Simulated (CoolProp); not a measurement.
Nitrous oxide along the isotherm -50.75 °C: density (kg/m³) from the reference equation and from simpler models built on Tc = 36.4 °C, pc = 7.245 MPa, ω = 0.161; each cubic takes its own stable root.

Values from CoolProp's reference Helmholtz-energy equation of state, Lemmon 2006. It is a short technical equation, of lower accuracy than the large ones.

| p (MPa) | phase | reference | Soave-Redlich-Kwong | Peng-Robinson |
|---|---|---|---|---|
| 0.776 | liquid | 1113 | 1029 | 1166 |
| 1.55 | liquid | (withheld) | 1032 | (withheld) |
| 2.33 | liquid | (withheld) | 1034 | 1171 |
| 3.1 | liquid | 1118 | 1037 | 1173 |
| 3.88 | liquid | 1120 | 1039 | 1176 |
| 4.66 | liquid | (withheld) | 1041 | 1178 |
| 5.43 | liquid | 1123 | 1044 | 1180 |
| 6.21 | liquid | 1125 | 1046 | 1182 |
| 6.99 | liquid | (withheld) | 1048 | 1185 |
| 7.76 | liquid | (withheld) | (withheld) | 1187 |
| 8.54 | liquid | 1130 | 1052 | 1189 |
| 9.31 | liquid | 1132 | 1055 | 1191 |
| 10.1 | liquid | 1133 | 1057 | 1193 |
| 10.9 | liquid | 1135 | 1059 | (withheld) |

Problem. Complete the blanks.

Solution. 
- 1.55, reference: 1114
- 1.55, Peng-Robinson: 1168
- 2.33, reference: 1116
- 4.66, reference: 1122
- 6.99, reference: 1127
- 7.76, reference: 1128
- 7.76, Soave-Redlich-Kwong: 1050
- 10.9, Peng-Robinson: 1195
